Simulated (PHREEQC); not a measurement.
A solution holds 0.0015 mol NaBr and 2.9e-05 mol Na2B4O7 per kg of water, at 25 °C. Closed to the air; pH follows from the charge balance.

Computed with PHREEQC (ion-association model, phreeqc.dat).

No solid was allowed to form.

Predict the pH, specific conductance.

pH 9.04; specific conductance 187 µS/cm.

In which forms is B present?

H3BO3 60 %, H2BO3- 40 % of the B.
